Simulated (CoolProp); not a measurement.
Saturation properties of methanol (Tc = 240.2 °C, pc = 82.16 bar, ω = 0.565).

Computed with CoolProp (reference Helmholtz-energy equation of state, de Reuck 1993).

```
T (°C)  p (bar)  enthalpy of vaporisation (kJ/kg)  vapour viscosity (µPa s)  liquid conductivity (mW/(m K))
------  -------  --------------------------------  ------------------------  ------------------------------
116.35    5.779                             977.1                      12.2                             183
119.15    6.257                             968.7                      12.3                             182
121.85    6.748                             960.5                      12.4                             181
124.55    7.269                             952.0                      12.5                             181
127.35    7.842                             942.9                      12.5                             180
130.05    8.429                             934.0                      12.6                             180
132.85    9.075                             924.4                      12.7                             179
135.55    9.733                             915.0                      12.7                             179
138.25    10.43                             905.3                      12.8                             178
141.05    11.19                             895.0                      12.9                             178
143.75    11.97                             884.8                      12.9                             177
```

It boils at 64.5 °C under 1 atm.

Viscosity comes from a separate model (Xiang 2006). Thermal conductivity comes from a separate model (Sykioti 2013).
